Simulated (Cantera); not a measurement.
Cantera run:

```python
import numpy as np
import cantera as ct

gas_names = """
    CL CL2 H HCL H2 N NH NH2 NH3 N2 N2H2 N2H4 Si SiCL SiCL2 SiCL3 SiCL4 SiH SiHCL3 SiH2 SiH2CL2 SiH3
    SiH3CL SiH4 SiN Si2 Si2N Si3
""".split()
cond_names = """
    NH4CL(a) NH4CL(b) Si(cr) Si(L) Si3N4(a)
""".split()


# ... load() reads the species with a 1 bar reference pressure and builds the phases ...
atoms = {
    'SiCl4': {'Si': 1, 'CL': 4},
    'NH3': {'N': 1, 'H': 3},
    'N2': {'N': 2},
}
top_T = {'Si3N4(a)': 2400}  # K; cautious upper limits of use, not melting points


# ... equilibrate(T, P, feed) seeds the gas with the atoms and calls Mixture.equilibrate('TP', solver="vcs", rtol=1e-11, max_steps=5000) ...
results = []
feed = {'SiCl4': 1, 'NH3': 18, 'N2': 5.4}  # mol
T = 2098.15  # K
P = 133.322  # Pa
mix = equilibrate(T, P, feed)
results.append((T, P, feed, dict(zip(mix.species_names, mix.species_moles))))
x = sorted(zip(gas.X, gas.species_names), reverse=True)
print(f"T = {T:g} K  P = {P:g} Pa  gas = {mix.phase_moles(0):.4g} mol")
print("   x: " + "  ".join(f"{s} {v:.3e}" for v, s in x if v > 0.0001))
print("   condensed (mol): " + ("  ".join(f"{mix.phase(i).name} {mix.phase_moles(i):.4g}"
      for i in range(1, mix.n_phases) if mix.phase_moles(i) > 1e-12) or "none"))
```

It prints:

```
T = 2098.15 K  P = 133.322 Pa  gas = 45.73 mol
   x: H2 5.234e-01  N2 3.148e-01  HCL 7.272e-02  H 6.103e-02  Si 1.661e-02  CL 6.241e-03  SiCL2 3.669e-03  SiCL 1.154e-03  SiH 2.390e-04
   condensed (mol): none
```

Equilibrium computed with Cantera from the NASA thermochemical tables; the gas is ideal and each condensed phase is pure. The tables' values for SiCl, SiN are old estimates; treat these amounts as uncertain. Gases not in the tables: Si2H6 and higher silanes.
